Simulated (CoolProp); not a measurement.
The fluid at 293.15 K and 0.652 MPa is compressed adiabatically to 2.44 MPa with isentropic efficiency 0.9. The same conditions are run with several fluids, on thermodynamics alone (safety and materials aside).

Computed with CoolProp (reference Helmholtz-energy equation of state of each fluid (R407C: Lemmon 2003; nitrous oxide: Lemmon 2006; normal hydrogen: Leachman 2009; CH2F2 (R32): Tillner-Roth 1997; R143a: Lemmon and Jacobsen 2000)). Blends and air are pseudo-pure fits.

```csv
fluid,work (kJ/kg),final temperature (K),final phase,final density (kg/m³)
R407C,37.5,356.7,gas,92.6
nitrous oxide,?,398.2,gas,34.2
normal hydrogen,?,?,supercritical,?
CH2F2 (R32),69.9,385.7,gas,?
R143a,37.5,?,gas,?
```

Task: Fill in the missing entries.

Result: 
- nitrous oxide, work (kJ/kg): 89.7
- normal hydrogen, work (kJ/kg): 2170
- normal hydrogen, final temperature (K): 442.6
- normal hydrogen, final density (kg/m³): 1.32
- CH2F2 (R32), final density (kg/m³): 45.1
- R143a, final temperature (K): 352.5
- R143a, final density (kg/m³): 95.2
